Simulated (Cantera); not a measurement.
Charge: 1 mol PbO, 0.22 mol CO, 54 mol H2, held at 1348.15 K and 71.0 mbar.

These are equilibrium values from Cantera (NASA tables, ideal gas, pure condensed phases), not measurements of a reactor. Candidate condensed phases: C, C6H6, C7H8, C8H18, H2O, Pb, PbO, PbO2, Pb3O4; 113 gas species. Equilibrium is a limit: real reactors are often held back by kinetics, nucleation or transport.

Base state: H2 0.960, Pb 0.0181, H2O 0.0181, CO 0.00395, CO2 3.80e-5 (mole fractions); condensed: gas only.

Question: What changes in the equilibrium state with this change: H2 from 54 to 0.62 mol?

Answer: 
```
species       before     after
-----------  -------  --------
H2O           0.0181     0.677
CO2          3.80e-5     0.240
Pb            0.0181    0.0674
H2             0.960  0.000403
PbO          4.27e-8    0.0142
CO           0.00395  0.000280
Pb(l), mol         0     0.778
PbO(l), mol        0     0.148
```
Each liquid is taken as pure. Mutual solubility and eutectic melting of coexisting phases are not modelled. Gases not in the tables: (PbO)n polymers.

Question: What changes in the equilibrium state with this change: pressure from 71.0 mbar to 4.30 bar?

Answer: 
```json
[
 {"species": "H2", "before": "0.960", "after": "0.976"},
 {"species": "H2O", "before": "0.0181", "after": "0.0185"},
 {"species": "CO", "before": "0.00395", "after": "0.00389"},
 {"species": "Pb", "before": "0.0181", "after": "0.00111"},
 {"species": "CH4", "before": "3.31e-8", "after": "0.000123"},
 {"species": "CO2", "before": "3.80e-5", "after": "3.77e-5"},
 {"species": "Pb(l), mol", "before": "0", "after": "0.940"}
]
```
